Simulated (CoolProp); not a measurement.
Saturation properties of n-octane (Tc = 295.6 °C, pc = 2.484 MPa, ω = 0.398).

Model: reference Helmholtz-energy equation of state, Beckmüller 2019, in CoolProp.

| T (°C) | p (MPa) | enthalpy of vaporisation (kJ/kg) | liquid cp (kJ/(kg K)) | vapour Z | vapour viscosity (µPa s) |
|---|---|---|---|---|---|
| 83.05 | 0.02613 | 329.0 | … | 0.9785 | 6.77 |
| 95.45 | 0.04032 | 321.3 | 2.511 | 0.9706 | 6.99 |
| 107.85 | 0.06013 | 313.4 | 2.566 | 0.9610 | 7.21 |
| 120.25 | 0.08702 | 305.2 | 2.623 | 0.9494 | 7.43 |
| 132.65 | 0.1226 | 296.6 | 2.680 | 0.9357 | 7.66 |
| 145.05 | 0.1686 | 287.6 | 2.740 | 0.9198 | … |
| 157.45 | 0.2271 | 278.2 | 2.802 | 0.9014 | 8.12 |
| 169.85 | 0.2999 | 268.2 | 2.866 | 0.8804 | 8.38 |
| 182.15 | 0.3887 | 257.7 | … | … | 8.66 |
| 194.55 | 0.4971 | 246.2 | 3.006 | 0.8299 | 8.97 |
| 206.95 | 0.6270 | 233.8 | 3.086 | 0.7997 | 9.33 |

**Question.** Fill in the missing entries.

**Answer.** 
- 83.05, liquid cp (kJ/(kg K)): 2.458
- 145.05, vapour viscosity (µPa s): 7.88
- 182.15, liquid cp (kJ/(kg K)): 2.934
- 182.15, vapour Z: 0.8568

It boils at 125.6 °C under 1 atm.

Viscosity comes from a separate model (Huber 2004).
